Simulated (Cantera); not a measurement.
A closed system holds: 1 mol Cu2O, 0.72 mol CO, 0.11 mol H2, equilibrated at 13.5 Torr.

Equilibrium computed with Cantera from the NASA thermochemical tables; the gas is ideal and each condensed phase is pure. Candidate condensed phases: C, C6H6, C7H8, C8H18, Cu, CuO, Cu(OH)2, Cu2O, H2O; 113 gas species. Mutual solubility and eutectic melting of coexisting phases are not modelled. The numbers say what is thermodynamically allowed, not how fast it happens.

At 1425 K, list the 5 most abundant gas species with their mole fractions, and the condensed phases.

CO2 0.866, H2O 0.132, O2 0.00111, CO 0.000290, Cu 0.000121. Condensed: Cu(l) + Cu2O(s).
